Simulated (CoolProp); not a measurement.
Oxygen at 298.15 K and 18.6 MPa is throttled through a valve to 5.91 MPa with no heat exchange. Each further row changes one setting.

Computed with CoolProp (reference Helmholtz-energy equation of state, Schmidt 1985).

```json
[
 {"case": "as stated", "temperature change (K)": "(withheld)", "final phase": "supercritical", "final density (kg/m³)": "(withheld)"},
 {"case": "outlet pressure 1.77 MPa", "temperature change (K)": "(withheld)", "final phase": "(withheld)", "final density (kg/m³)": "26.8"},
 {"case": "outlet pressure 7.68 MPa", "temperature change (K)": "(withheld)", "final phase": "supercritical", "final density (kg/m³)": "(withheld)"}
]
```

Task: Complete the blanks.

Result: 
- as stated, temperature change (K): -26.0
- as stated, final density (kg/m³): 88.2
- outlet pressure 1.77 MPa, temperature change (K): -38.8
- outlet pressure 1.77 MPa, final phase: gas
- outlet pressure 7.68 MPa, temperature change (K): -21.3
- outlet pressure 7.68 MPa, final density (kg/m³): 114
